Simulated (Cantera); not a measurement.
What does this Cantera script print?

```python
import numpy as np
import cantera as ct

gas = ct.Solution("gri30.yaml")
gas.TPX = 1200, 51000, {'N2O': 1, 'H2O': 0.0057}
reactor = ct.IdealGasConstPressureReactor(gas, energy="off", clone=False)
net = ct.ReactorNet([reactor])
net.rtol, net.atol = 1e-08, 1e-18
show = ['N2O', 'H2O', 'OH', 'NO', 'N2', 'H2O2', 'H']
times = np.geomspace(2e-06, 100, 9)

steps = ct.SolutionArray(gas, extra=["t"])
rows = []
print(f"{'t/s':>10s}{'T/K':>9s}{'P/Pa':>11s}" + "".join(f"{s:>11s}" for s in show))
for t in times:
    while net.time < t:
        t_next = net.step()
        steps.append(gas.state, t=t_next)
    rows.append([np.interp(t, steps.t, y) for y in (steps.T, steps.P, *steps(*show).X.T)])
    print(f"{t:10.3e}{rows[-1][0]:9.1f}{rows[-1][1]:11.4g}" + "".join(f"{x:11.3e}" for x in rows[-1][2:]))
rate = np.gradient(steps.T, steps.t)
print("integrator steps:", len(steps.t))
if steps.T.max() > steps.T[0] + 200:
    print(f"time of steepest temperature rise: {steps.t[rate.argmax()]:.4e} s")
gas.TPX = 1200, 51000, {'N2O': 1, 'H2O': 0.0057}
gas.equilibrate("TP")
print(f"equilibrium (TP): T = {gas.T:.1f} K  " + "  ".join(f"{s} {gas[s].X[0]:.3e}" for s in show))
```

It prints:

```
       t/s      T/K       P/Pa        N2O        H2O         OH         NO         N2       H2O2          H
 2.000e-06   1200.0    5.1e+04  9.943e-01  5.668e-03  2.831e-10  5.294e-09  3.345e-07  9.953e-20  1.879e-15
 1.834e-05   1200.0    5.1e+04  9.943e-01  5.668e-03  1.571e-08  2.964e-07  4.126e-06  6.690e-16  1.557e-12
 1.682e-04   1200.0    5.1e+04  9.943e-01  5.667e-03  2.434e-07  5.093e-06  4.799e-05  1.780e-12  3.708e-11
 1.542e-03   1200.0    5.1e+04  9.936e-01  5.665e-03  1.319e-06  4.937e-05  4.545e-04  4.849e-09  2.790e-10
 1.414e-02   1200.0    5.1e+04  9.877e-01  5.652e-03  4.559e-06  4.100e-04  4.208e-03  9.923e-09  7.316e-10
 1.297e-01   1200.0    5.1e+04  9.360e-01  5.554e-03  7.006e-06  3.612e-03  3.709e-02  3.339e-09  8.385e-10
 1.189e+00   1200.0    5.1e+04  6.004e-01  4.919e-03  7.350e-06  2.458e-02  2.508e-01  2.943e-09  8.602e-10
 1.091e+01   1200.0    5.1e+04  4.632e-02  3.872e-03  3.491e-06  5.151e-02  6.074e-01  7.086e-10  1.669e-10
 1.000e+02   1200.0    5.1e+04  6.450e-07  3.787e-03  7.599e-07  5.095e-02  6.385e-01  3.586e-11  3.082e-12
integrator steps: 1907
equilibrium (TP): T = 1200.0 K  N2O 1.042e-08  H2O 3.785e-03  OH 7.752e-07  NO 2.269e-04  N2 6.640e-01  H2O2 3.731e-11  H 3.017e-12
```

Computed with Cantera and GRI-Mech 3.0 (53 species, 325 reactions). GRI-Mech 3.0 was tuned for natural gas; its chemistry of N2O as a main component is partial and can be far from experiment. The mechanism lacks the step 2 NO + O2 → 2 NO2, which can matter for NO2 below about 1400 K. The temperature is held fixed by assumption; the heat of reaction is taken as removed at once.
